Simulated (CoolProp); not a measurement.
Vapour-liquid equilibrium of n-pentane (1) + acetone (2) at 0.0203 MPa; x and y are mole fractions of (1).

Computed with CoolProp (multi-fluid Helmholtz-energy mixture model, Thol 2019 and Lemmon 2006; pair parameters Bell 2016).

```
x     bubble temperature, mixture model (K)  bubble temperature, Raoult's law (K)  y, mixture model  y, Raoult's law
----  -------------------------------------  ------------------------------------  ----------------  ---------------
0.05                                  279.0                                 287.5             0.404            0.111
0.15                                  270.5                                 284.8             0.643            0.299
0.25                                  267.7                                 282.4             0.708            0.451
0.35                                  266.8                                 280.1             0.729            0.574
0.45                                  266.6                                 278.1             0.735            0.675
0.55                                  266.6                                 276.2             0.736            0.759
0.65                                  266.5                                 274.4             0.740            0.829
0.75                                  266.5                                 272.8             0.754            0.888
0.85                                  266.6                                 271.2             0.793            0.938
0.95                                  267.7                                 269.8             0.894            0.981
```

The largest gap from Raoult's law is -14.7 K in bubble temperature, at x = 0.25. y crosses x between x = 0.75 and 0.85: the model has an azeotrope there.

Pair parameters are fitted to limited data, so mixtures are less certain than the pure fluids. With so large a gap from Raoult's law the liquid may split in two, which this calculation doesn't test in full.
